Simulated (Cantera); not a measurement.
What does this Cantera script print?

```python
import numpy as np
import cantera as ct

gas = ct.Solution("gri30.yaml")


def delay(T, t_max=10):
    gas.TPX = T, 101325, {'CH3OH': 1, 'O2': 1.53, 'N2': 5.76, 'H2O': 0.27}
    reactor = ct.IdealGasReactor(gas, clone=False)
    net = ct.ReactorNet([reactor])
    net.rtol, net.atol = 1e-8, 1e-16
    while net.time < t_max:
        t_old, T_old = net.time, reactor.T
        net.step()
        if reactor.T > T + 400:  # ignition: a rise of 400 K
            return t_old + (T + 400 - T_old) / (reactor.T - T_old) * (net.time - t_old)
    return np.nan


taus = []
for T in [1225, 1325, 1425, 1525, 1625, 1725, 1825]:
    taus.append(delay(T))
    print(f"T0 = {T:6g} K   tau = {taus[-1]:.4e} s")
```

It prints:

```
T0 =   1225 K   tau = 5.6470e-03 s
T0 =   1325 K   tau = 1.3220e-03 s
T0 =   1425 K   tau = 3.9351e-04 s
T0 =   1525 K   tau = 1.4298e-04 s
T0 =   1625 K   tau = 6.0858e-05 s
T0 =   1725 K   tau = 2.9272e-05 s
T0 =   1825 K   tau = 1.5520e-05 s
```

Detailed kinetics in Cantera: GRI-Mech 3.0 (53 species, 325 reactions). GRI-Mech 3.0 was tuned for natural gas; its chemistry of methanol as a main component is partial and can be far from experiment.
